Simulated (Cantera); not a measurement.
A closed system holds: 1 mol Si₂Cl₆, 1.4 mol HCl, 630 mol H₂, at 0.00430 bar.

Cantera equilibrium calculation (NASA polynomials, part measured and part estimated; ideal gas, pure solids and liquids). Candidate condensed phases: Si; 19 gas species. The feed counts by its element totals alone. The tables' values for SiCl₃ are old estimates; treat these amounts as uncertain. Rates play no part.

Task: At 950 K, list the 4 most abundant gas species with their mole fractions, and the condensed phases.

Result: H₂ 0.991, HCl 0.00819, SiCl₄ 0.000550, SiHCl₃ 0.000305. Condensed: Si(s).
